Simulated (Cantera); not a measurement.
## Reactions in the system B-N-O

Source: NASA polynomial tables (part measured, part estimated), evaluated in Cantera. Values are per mole of reaction as written; species without (g) are pure solids or liquids, kept so even where they would boil at 1 bar.

2 BN + 3 O(g) → B₂O₂(g) + N₂O(g)

| T (K) | ΔH° (kJ) | ΔS° (J/K) | ΔG° (kJ) | log10 K |
|---|---|---|---|---|
| 300 | -620.1 | -50.2 | -605.1 | 105.35 |
| 1025 | -631.1 | -67.6 | -561.8 | 28.63 |
| 1225 | -634.8 | -70.9 | -547.9 | 23.36 |
| 1425 | -638.5 | -73.7 | -533.5 | 19.55 |
| 1625 | -642.1 | -76.1 | -518.5 | 16.67 |
| 1825 | -645.6 | -78.1 | -503.1 | 14.40 |
| 2025 | -648.8 | -79.8 | -487.3 | 12.57 |
| 2225 | -651.9 | -81.2 | -471.2 | 11.06 |
| 2425 | -654.8 | -82.5 | -454.8 | 9.80 |
| 2625 | -657.5 | -83.6 | -438.2 | 8.72 |
| 2825 | -660.0 | -84.5 | -421.4 | 7.79 |
